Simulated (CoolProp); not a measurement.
Properties of chloromethane (R40) along the isobar 0.449 MPa (Tc = 145.5 °C, pc = 6.929 MPa, ω = 0.150).

Model: reference Helmholtz-energy equation of state, Thol 2014, in CoolProp.

```csv
T (°C),phase,density (kg/m³),Joule-Thomson coefficient (K/MPa),expansivity (1/kK)
97.95,gas,7.626,17.90,[?]
109.65,gas,[?],16.27,[?]
121.35,gas,7.122,14.86,2.800
133.05,gas,[?],[?],2.693
144.85,gas,6.685,12.53,2.595
156.55,gas,6.489,11.58,2.507
168.25,gas,6.304,10.73,2.425
179.95,gas,6.131,[?],2.349
191.65,gas,5.967,[?],2.279
203.45,gas,5.811,8.695,2.213
215.15,gas,5.664,8.151,2.151
226.85,gas,5.525,[?],2.094
```

Q: Fill in the missing entries.

A: 
- 97.95, expansivity (1/kK): 3.050
- 109.65, density (kg/m³): 7.364
- 109.65, expansivity (1/kK): 2.918
- 133.05, density (kg/m³): 6.897
- 133.05, Joule-Thomson coefficient (K/MPa): 13.62
- 179.95, Joule-Thomson coefficient (K/MPa): 9.978
- 191.65, Joule-Thomson coefficient (K/MPa): 9.305
- 226.85, Joule-Thomson coefficient (K/MPa): 7.659
